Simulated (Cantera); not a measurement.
Cantera run:

```python
import numpy as np
import cantera as ct

gas_names = """
    Br Br2 H HBr H2
""".split()
cond_names = """
    Br2(cr) Br2(L)
""".split()


# ... load() reads the species with a 1 bar reference pressure and builds the phases ...
atoms = {
    'HBr': {'H': 1, 'Br': 1},
    'H2': {'H': 2},
}
top_T = {}  # K; cautious upper limits of use, not melting points


# ... equilibrate(T, P, feed) seeds the gas with the atoms and calls Mixture.equilibrate('TP', solver="vcs", rtol=1e-11, max_steps=5000) ...
results = []
T = 1023.15  # K
P = 560  # Pa
for m in [0.18, 0.66, 1.1, 1.6, 2.1, 2.6, 3, 3.5, 4, 4.4, 4.9, 5.4]:
    feed = {'HBr': 1, 'H2': m}  # mol
    mix = equilibrate(T, P, feed)
    results.append((T, P, feed, dict(zip(mix.species_names, mix.species_moles))))
    x = sorted(zip(gas.X, gas.species_names), reverse=True)
    print(f"T = {T:g} K  P = {P:g} Pa  n(H2) = {m:g} mol  gas = {mix.phase_moles(0):.4g} mol")
    print("   x: " + "  ".join(f"{s} {v:.3e}" for v, s in x if v > 1e-05))
    print("   condensed (mol): " + ("  ".join(f"{mix.phase(i).name} {mix.phase_moles(i):.4g}"
          for i in range(1, mix.n_phases) if mix.phase_moles(i) > 1e-12) or "none"))
```

Output:

```
T = 1023.15 K  P = 560 Pa  n(H2) = 0.18 mol  gas = 1.18 mol
   x: HBr 8.472e-01  H2 1.526e-01  Br 1.687e-04
   condensed (mol): none
T = 1023.15 K  P = 560 Pa  n(H2) = 0.66 mol  gas = 1.66 mol
   x: HBr 6.023e-01  H2 3.976e-01  Br 7.431e-05
   condensed (mol): none
T = 1023.15 K  P = 560 Pa  n(H2) = 1.1 mol  gas = 2.1 mol
   x: H2 5.238e-01  HBr 4.761e-01  Br 5.118e-05
   condensed (mol): none
T = 1023.15 K  P = 560 Pa  n(H2) = 1.6 mol  gas = 2.6 mol
   x: H2 6.154e-01  HBr 3.846e-01  Br 3.814e-05
   condensed (mol): none
T = 1023.15 K  P = 560 Pa  n(H2) = 2.1 mol  gas = 3.1 mol
   x: H2 6.774e-01  HBr 3.225e-01  Br 3.049e-05
   condensed (mol): none
T = 1023.15 K  P = 560 Pa  n(H2) = 2.6 mol  gas = 3.6 mol
   x: H2 7.222e-01  HBr 2.777e-01  Br 2.543e-05
   condensed (mol): none
T = 1023.15 K  P = 560 Pa  n(H2) = 3 mol  gas = 4 mol
   x: H2 7.500e-01  HBr 2.500e-01  Br 2.246e-05
   condensed (mol): none
T = 1023.15 K  P = 560 Pa  n(H2) = 3.5 mol  gas = 4.5 mol
   x: H2 7.778e-01  HBr 2.222e-01  Br 1.960e-05
   condensed (mol): none
T = 1023.15 K  P = 560 Pa  n(H2) = 4 mol  gas = 5 mol
   x: H2 8.000e-01  HBr 2.000e-01  Br 1.739e-05
   condensed (mol): none
T = 1023.15 K  P = 560 Pa  n(H2) = 4.4 mol  gas = 5.4 mol
   x: H2 8.148e-01  HBr 1.852e-01  Br 1.596e-05
   condensed (mol): none
T = 1023.15 K  P = 560 Pa  n(H2) = 4.9 mol  gas = 5.9 mol
   x: H2 8.305e-01  HBr 1.695e-01  Br 1.447e-05
   condensed (mol): none
T = 1023.15 K  P = 560 Pa  n(H2) = 5.4 mol  gas = 6.4 mol
   x: H2 8.438e-01  HBr 1.562e-01  Br 1.323e-05
   condensed (mol): none
```

Method: chemical equilibrium by Gibbs-energy minimisation in Cantera with the NASA 1993 tables (ideal gas, pure condensed phases).
